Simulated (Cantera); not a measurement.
Input (Python, Cantera):

```python
import numpy as np
import cantera as ct

gas = ct.Solution("gri30.yaml")
gas.TPX = 2000, 1333, {'CH4': 1, 'H2': 13}
reactor = ct.IdealGasConstPressureReactor(gas, energy="off", clone=False)
net = ct.ReactorNet([reactor])
net.rtol, net.atol = 1e-08, 1e-18
show = ['CH4', 'H2', 'H', 'C2H2', 'CH3', 'CH2']
times = np.geomspace(1e-06, 6, 10)

steps = ct.SolutionArray(gas, extra=["t"])
rows = []
print(f"{'t/s':>10s}{'T/K':>9s}{'P/Pa':>11s}" + "".join(f"{s:>11s}" for s in show))
for t in times:
    while net.time < t:
        t_next = net.step()
        steps.append(gas.state, t=t_next)
    rows.append([np.interp(t, steps.t, y) for y in (steps.T, steps.P, *steps(*show).X.T)])
    print(f"{t:10.3e}{rows[-1][0]:9.1f}{rows[-1][1]:11.4g}" + "".join(f"{x:11.3e}" for x in rows[-1][2:]))
rate = np.gradient(steps.T, steps.t)
print("integrator steps:", len(steps.t))
if steps.T.max() > steps.T[0] + 200:
    print(f"time of steepest temperature rise: {steps.t[rate.argmax()]:.4e} s")
gas.TPX = 2000, 1333, {'CH4': 1, 'H2': 13}
gas.equilibrate("TP")
print(f"equilibrium (TP): T = {gas.T:.1f} K  " + "  ".join(f"{s} {gas[s].X[0]:.3e}" for s in show))
```

Output:

```
       t/s      T/K       P/Pa        CH4         H2          H       C2H2        CH3        CH2
 1.000e-06   2000.0       1333  7.143e-02  9.286e-01  8.865e-07  5.994e-19  9.005e-07  1.368e-13
 5.664e-06   2000.0       1333  7.142e-02  9.286e-01  4.838e-06  3.368e-16  5.283e-06  6.622e-12
 3.208e-05   2000.0       1333  7.139e-02  9.285e-01  2.470e-05  8.440e-13  3.261e-05  4.206e-10
 1.817e-04   2000.0       1333  7.122e-02  9.285e-01  1.312e-04  2.192e-09  1.930e-04  2.631e-08
 1.029e-03   2000.0       1333  7.022e-02  9.279e-01  7.360e-04  3.676e-06  1.088e-03  9.399e-07
 5.830e-03   2000.0       1333  5.959e-02  9.287e-01  3.778e-03  2.595e-03  4.714e-03  1.515e-05
 3.302e-02   2000.0       1333  1.737e-02  9.499e-01  6.371e-03  2.390e-02  2.284e-03  1.463e-05
 1.870e-01   2000.0       1333  1.440e-03  9.559e-01  1.003e-02  3.234e-02  2.974e-04  3.847e-06
 1.059e+00   2000.0       1333  1.024e-04  9.533e-01  1.352e-02  3.303e-02  2.860e-05  5.231e-07
 6.000e+00   2000.0       1333  3.463e-05  9.530e-01  1.385e-02  3.307e-02  9.909e-06  1.865e-07
integrator steps: 1219
equilibrium (TP): T = 2000.0 K  CH4 3.436e-05  H2 9.530e-01  H 1.385e-02  C2H2 3.307e-02  CH3 9.833e-06  CH2 1.851e-07
```

Detailed kinetics in Cantera: GRI-Mech 3.0 (53 species, 325 reactions). GRI-Mech 3.0 stops at C3 and has no aromatics, soot or wall deposition, so with more carbon than oxygen in the feed, carbon stays in small species such as C2H2 where larger ones or solid carbon would form. Radical loss at walls, strong at low pressure, is not modelled.
